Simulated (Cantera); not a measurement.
Input: 1 mol Al, 52 mol NH3, 1.1 mol N2, 2.6 mol HCl, equilibrated at 725 K and 15.0 Pa.

Equilibrium computed with Cantera from the NASA thermochemical tables; the gas is ideal and each condensed phase is pure. Rates play no part.

```json
[
 {"species": "H2", "before": "0.728", "after": "0.680"},
 {"species": "N2", "before": "0.248", "after": "0.244"},
 {"species": "H", "before": "<1e-9", "after": "0.0527"},
 {"species": "HCl", "before": "0.0236", "after": "0.0140"},
 {"species": "AlCl", "before": "<1e-9", "after": "0.00849"},
 {"species": "Cl", "before": "<1e-9", "after": "0.000821"},
 {"species": "Al", "before": "<1e-9", "after": "0.000485"},
 {"species": "AlCl2", "before": "<1e-9", "after": "1.15e-5"},
 {"species": "AlCl3", "before": "0.000234", "after": "3.75e-8"},
 {"species": "AlN(s), mol", "before": "0.975", "after": "0"}
]
```
Gas species are given as mole fractions.

Task: Which change was made?
(A) temperature from 725 K to 1325 K
(B) NH3 from 52 to 6.4 mol
(C) temperature from 725 K to 1898.15 K
(D) temperature from 725 K to 2100 K

Result: C, temperature from 725 K to 1898.15 K. The tables' values for AlCl2 are old estimates; treat these amounts as uncertain
